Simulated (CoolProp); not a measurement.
Model: reference Helmholtz-energy equation of state, Fiedler 2023, in CoolProp.

Task: Give the vapour pressure (kPa), vapour density (kg/m³) of saturated tetrahydrofuran at 415.8, 437.7, 459.7 K.

Result: 
```json
[
 {"T (K)": "415.8", "p (kPa)": "728", "vapour density (kg/m³)": "17.2"},
 {"T (K)": "437.7", "p (kPa)": "1110", "vapour density (kg/m³)": "26.3"},
 {"T (K)": "459.7", "p (kPa)": "1630", "vapour density (kg/m³)": "39.3"}
]
```
